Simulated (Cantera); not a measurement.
Charge: 1 mol Fe₃O₄, a varied amount of H₂, 0.47 mol N₂, at 1577 °C and 1.00 bar.

These are equilibrium values from Cantera (NASA tables, ideal gas, pure condensed phases), not measurements of a reactor. Candidate condensed phases: Fe, FeO, Fe(OH)₂, Fe(OH)₃, Fe₂O₃, Fe₃O₄, H₂O; 27 gas species. Equilibrium is a limit: real reactors are often held back by kinetics, nucleation or transport.

x: gas mole fraction; n: condensed amount in mol.

| n(H₂) (mol) | x H₂ | x H₂O | x N₂ | x H | x Fe | x NH₃ | n Fe(l) |
|---|---|---|---|---|---|---|---|
| 270 | 0.983 | 0.0148 | … | 0.000534 | 5.85e-5 | 1.07e-6 | 2.98 |
| 330 | 0.986 | 0.0121 | … | 0.000535 | 5.85e-5 | 9.73e-7 | 2.98 |
| 410 | 0.989 | 0.00974 | … | 0.000536 | 5.85e-5 | 8.77e-7 | 2.98 |
| 500 | 0.990 | 0.00799 | … | 0.000536 | 5.85e-5 | 7.96e-7 | 2.97 |
| 620 | 0.992 | 0.00644 | … | 0.000537 | 5.85e-5 | 7.17e-7 | 2.96 |
| 760 | 0.994 | 0.00526 | … | 0.000537 | 5.85e-5 | 6.49e-7 | 2.96 |
| 940 | 0.995 | 0.00425 | … | 0.000537 | 5.85e-5 | 5.85e-7 | 2.94 |
| 1200 | 0.996 | 0.00333 | … | 0.000538 | 5.85e-5 | 5.18e-7 | 2.93 |
| 1400 | 0.996 | 0.00286 | … | 0.000538 | 5.85e-5 | 4.80e-7 | 2.92 |
| 1700 | 0.997 | 0.00235 | … | 0.000538 | 5.85e-5 | 4.36e-7 | 2.90 |
| 2100 | 0.997 | 0.00190 | … | 0.000538 | 5.85e-5 | 3.93e-7 | 2.88 |

Problem. Complete the blanks.

Solution. 
- 270, x N₂: 0.00174
- 330, x N₂: 0.00142
- 410, x N₂: 0.00114
- 500, x N₂: 0.000938
- 620, x N₂: 0.000757
- 760, x N₂: 0.000618
- 940, x N₂: 0.000499
- 1200, x N₂: 0.000391
- 1400, x N₂: 0.000335
- 1700, x N₂: 0.000276
- 2100, x N₂: 0.000223
